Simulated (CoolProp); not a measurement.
Dimethyl carbonate at several states: fugacity coefficient from the reference equation and from simpler models built on Tc = 557.0 K, pc = 4.909 MPa, ω = 0.346; each cubic takes its own stable root.

Computed with CoolProp (reference Helmholtz-energy equation of state, Zhou 2011).

```tsv
T (K)	p (MPa)	phase	reference
436.7	0.291	gas	0.9557
566.4	13.2	supercritical	0.3443
438.5	0.0218	gas	0.9967
340.2	0.033	gas	0.9886
```

Q: How far does each simpler model (van der Waals, Redlich-Kwong, Soave-Redlich-Kwong, Peng-Robinson) lie from the reference over these 4 states: mean and median of the absolute difference, and the worst?

A: 
- van der Waals: mean 4.2 %, median 0.9 %, worst +14.8 % at 566.4 K and 13.2 MPa
- Redlich-Kwong: mean 1.4 %, median 0.4 %, worst +4.7 % at 566.4 K and 13.2 MPa
- Soave-Redlich-Kwong: mean 1.6 %, median 0.1 %, worst +6.5 % at 566.4 K and 13.2 MPa
- Peng-Robinson: mean 0.2 %, median 0.2 %, worst -0.3 % at 436.7 K and 0.291 MPa
